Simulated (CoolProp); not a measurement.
The fluid at 422.48 K and 0.504 MPa (gas) is heated at constant pressure to 452.9 K. The same conditions are run with several fluids, on thermodynamics alone (safety and materials aside).

Computed with CoolProp (reference Helmholtz-energy equation of state of each fluid (tetrahydrofuran: Fiedler 2023; hydrogen sulfide: Lemmon 2006; R21: Platzer 1990)). The equations of Platzer and Polt are older, rougher fits.

Problem. Rank tetrahydrofuran, hydrogen sulfide, R21 by heat (kJ/kg), highest first.

Solution. tetrahydrofuran (51.1), hydrogen sulfide (32.8), R21 (22.4)

```
fluid             final density (kg/m³)
----------------  ---------------------
tetrahydrofuran                    10.3
hydrogen sulfide                   4.61
R21                                14.2
```
